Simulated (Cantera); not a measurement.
A Cantera script and its output.

```python
import numpy as np
import cantera as ct

gas = ct.Solution("h2o2.yaml")
gas.TPX = 1150, 500000, {'H2': 1, 'O2': 0.385, 'N2': 2.54}
reactor = ct.IdealGasConstPressureReactor(gas, energy="on", clone=False)
net = ct.ReactorNet([reactor])
net.rtol, net.atol = 1e-08, 1e-16
show = ['H2', 'O2', 'OH', 'H2O', 'HO2', 'H']
times = np.geomspace(1e-06, 5, 13)

steps = ct.SolutionArray(gas, extra=["t"])
rows = []
print(f"{'t/s':>10s}{'T/K':>9s}{'P/Pa':>11s}" + "".join(f"{s:>11s}" for s in show))
for t in times:
    while net.time < t:
        t_next = net.step()
        steps.append(gas.state, t=t_next)
    rows.append([np.interp(t, steps.t, y) for y in (steps.T, steps.P, *steps(*show).X.T)])
    print(f"{t:10.3e}{rows[-1][0]:9.1f}{rows[-1][1]:11.4g}" + "".join(f"{x:11.3e}" for x in rows[-1][2:]))
rate = np.gradient(steps.T, steps.t)
print("integrator steps:", len(steps.t))
if steps.T.max() > steps.T[0] + 200:
    print(f"time of steepest temperature rise: {steps.t[rate.argmax()]:.4e} s")
gas.TPX = 1150, 500000, {'H2': 1, 'O2': 0.385, 'N2': 2.54}
gas.equilibrate("HP")
print(f"equilibrium (HP): T = {gas.T:.1f} K  " + "  ".join(f"{s} {gas[s].X[0]:.3e}" for s in show))
```

Result:

```
       t/s      T/K       P/Pa         H2         O2         OH        H2O        HO2          H
 1.000e-06   1150.0      5e+05  2.548e-01  9.809e-02  1.255e-10  1.536e-09  4.934e-09  2.753e-09
 3.616e-06   1150.0      5e+05  2.548e-01  9.809e-02  5.675e-10  2.509e-08  3.564e-08  1.140e-08
 1.308e-05   1150.0      5e+05  2.548e-01  9.809e-02  4.266e-09  5.417e-07  5.314e-07  8.361e-08
 4.729e-05   1151.6      5e+05  2.545e-01  9.786e-02  2.414e-06  2.490e-04  1.131e-04  3.082e-05
 1.710e-04   2512.2      5e+05  6.456e-02  1.283e-04  2.513e-03  2.139e-01  1.477e-07  3.615e-03
 6.184e-04   2518.1      5e+05  6.458e-02  9.404e-05  2.185e-03  2.145e-01  1.009e-07  3.115e-03
 2.236e-03   2518.1      5e+05  6.458e-02  9.404e-05  2.185e-03  2.145e-01  1.009e-07  3.115e-03
 8.086e-03   2518.1      5e+05  6.458e-02  9.404e-05  2.185e-03  2.145e-01  1.009e-07  3.115e-03
 2.924e-02   2518.1      5e+05  6.458e-02  9.404e-05  2.185e-03  2.145e-01  1.009e-07  3.115e-03
 1.057e-01   2518.1      5e+05  6.458e-02  9.404e-05  2.185e-03  2.145e-01  1.009e-07  3.115e-03
 3.824e-01   2518.1      5e+05  6.458e-02  9.404e-05  2.185e-03  2.145e-01  1.009e-07  3.115e-03
 1.383e+00   2518.1      5e+05  6.458e-02  9.404e-05  2.185e-03  2.145e-01  1.009e-07  3.115e-03
 5.000e+00   2518.1      5e+05  6.458e-02  9.404e-05  2.185e-03  2.145e-01  1.009e-07  3.115e-03
integrator steps: 1326
time of steepest temperature rise: 5.9467e-05 s
equilibrium (HP): T = 2518.1 K  H2 6.458e-02  O2 9.404e-05  OH 2.185e-03  H2O 2.145e-01  HO2 1.009e-07  H 3.115e-03
```

Model: the H2/O2 subset of GRI-Mech 3.0, which has no nitrogen chemistry, integrated in Cantera. The hydrogen kinetics of GRI-Mech 3.0 are dated; newer H2 mechanisms differ, most at raised pressure.
